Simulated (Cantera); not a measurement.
A perfectly stirred reactor is fed with 17.2 % CH4, 22.8 % O2, 60.0 % N2, equivalence ratio 1.5, at 6.81 atm; it is adiabatic with a 823 K inlet, and is followed from long to short residence time, starting on the burning branch (τ in s: 0.12, 0.053, 0.024, 0.011, 0.0051, 0.0024, 0.0011, 0.0005, 0.00023, 0.0001, 4.8e-05, 2.2e-05, 1e-05).

Computed with Cantera and GRI-Mech 3.0 (53 species, 325 reactions).

x: mole fraction; the columns are a selection and need not sum to one.

```
τ (s)    T (K)     x CH4      x O2      x NO    x NO2    x C2H6
-------  -----  --------  --------  --------  -------  --------
0.12      2548   2.39e-6   4.63e-5  0.000309  9.84e-9  1.27e-12
0.053     2547   5.32e-6   5.04e-5  0.000324  1.04e-8  6.39e-12
0.024     2546   1.14e-5   5.92e-5  0.000352        ?  2.98e-11
0.011     2545   2.36e-5   7.73e-5  0.000396        ?  1.31e-10
0.0051    2543   4.65e-5  0.000113  0.000455        ?  5.33e-10
0.0024    2539   8.68e-5  0.000182  0.000519        ?   1.98e-9
0.0011    2534  0.000160  0.000319  0.000576        ?   7.26e-9
0.00050   2528  0.000290  0.000587  0.000608  2.38e-8   2.60e-8
0.00023   2519  0.000523   0.00111  0.000602  2.57e-8   9.08e-8
0.00010   2504   0.00101   0.00228  0.000537  2.60e-8   3.59e-7
4.8e-5    2481   0.00187   0.00448  0.000408        ?   1.28e-6
2.2e-5    2430   0.00397    0.0100  0.000208        ?   6.17e-6
1.0e-5     823     0.172     0.228    <1e-12   <1e-12    <1e-12
```

Question: Fill in the missing entries.

Answer: 
- 0.024, x NO2: 1.13e-8
- 0.011, x NO2: 1.29e-8
- 0.0051, x NO2: 1.52e-8
- 0.0024, x NO2: 1.80e-8
- 0.0011, x NO2: 2.11e-8
- 4.8e-5, x NO2: 2.38e-8
- 2.2e-5, x NO2: 1.79e-8
